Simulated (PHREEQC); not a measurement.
Consider water at 60 °C with 0.00049 mol/kgw Ag2SO4, 0.064 mol/kgw HNO3 and 0.0017 mol/kgw Cu(NO3)2. Closed to the air; pH follows from the charge balance.

All values are PHREEQC results (ion-association model, wateq4f.dat), not measurements.

Precipitation was switched off in this run.

Problem. Order these S species by the share of S that they hold, largest first: HSO4-, SO4-2, AgSO4-, CuSO4.

Solution. HSO4- (85 %), SO4-2 (14 %), CuSO4 (0.98 %), AgSO4- (0.13 %)

The pH is 1.28 and the ionic strength 0.0697 mol/kgw. Away from 25 °C the constants follow the database's enthalpies or fits; those with neither stay at their 25 °C values.
